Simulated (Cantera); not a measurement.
What does this Cantera script print?

```python
import numpy as np
import cantera as ct

gas_names = """
    CL CL2 H HCL H2 N NH NH2 NH3 N2 N2H2 N2H4 Si SiCL SiCL2 SiCL3 SiCL4 SiH SiHCL3 SiH2 SiH2CL2 SiH3
    SiH3CL SiH4 SiN Si2 Si2N Si3
""".split()
cond_names = """
    NH4CL(a) NH4CL(b) Si(cr) Si(L) Si3N4(a)
""".split()


# ... load() reads the species with a 1 bar reference pressure and builds the phases ...
atoms = {
    'SiCl4': {'Si': 1, 'CL': 4},
    'NH3': {'N': 1, 'H': 3},
    'H2': {'H': 2},
}
top_T = {'Si3N4(a)': 2400}  # K; cautious upper limits of use, not melting points


# ... equilibrate(T, P, feed) seeds the gas with the atoms and calls Mixture.equilibrate('TP', solver="vcs", rtol=1e-11, max_steps=5000) ...
results = []
feed = {'SiCl4': 1, 'NH3': 13, 'H2': 24}  # mol
T = 1773  # K
P = 200  # Pa
mix = equilibrate(T, P, feed)
results.append((T, P, feed, dict(zip(mix.species_names, mix.species_moles))))
x = sorted(zip(gas.X, gas.species_names), reverse=True)
print(f"T = {T:g} K  P = {P:g} Pa  gas = {mix.phase_moles(0):.4g} mol")
print("   x: " + "  ".join(f"{s} {v:.3e}" for v, s in x if v > 0.001))
print("   condensed (mol): " + ("  ".join(f"{mix.phase(i).name} {mix.phase_moles(i):.4g}"
      for i in range(1, mix.n_phases) if mix.phase_moles(i) > 1e-12) or "none"))
```

Result:

```
T = 1773 K  P = 200 Pa  gas = 52.22 mol
   x: H2 8.035e-01  N2 1.245e-01  HCL 5.327e-02  SiCL2 1.135e-02  H 5.702e-03  Si 1.065e-03
   condensed (mol): Si(L) 0.3293
```

These are equilibrium values from Cantera (NASA tables, ideal gas, pure condensed phases), not measurements of a reactor. The tables' values for SiCl, SiCl3 are old estimates; treat these amounts as uncertain. Gases not in the tables: Si2H6 and higher silanes.
